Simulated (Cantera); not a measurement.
A closed system holds: 1 mol Si, 3 mol F2, 13 mol N2, at 525 K and 0.133 bar.

Method: chemical equilibrium by Gibbs-energy minimisation in Cantera with the NASA 1993 tables (ideal gas, pure condensed phases). Candidate condensed phases: Si, Si3N4; 16 gas species. Kinetics and transport are ignored.

Base state: N2 0.884, SiF4 0.0698, NF3 0.0465, F2 6.95e-5 (mole fractions); condensed: gas only.

Problem. What changes in the equilibrium state with this change: temperature from 525 K to 1000 K?

Solution. 
```tsv
species	before	after
N2	0.884	0.844
SiF4	0.0698	0.0649
F	3.16e-7	0.0525
NF3	0.0465	0.000372
F2	6.95e-5	0.0381
```
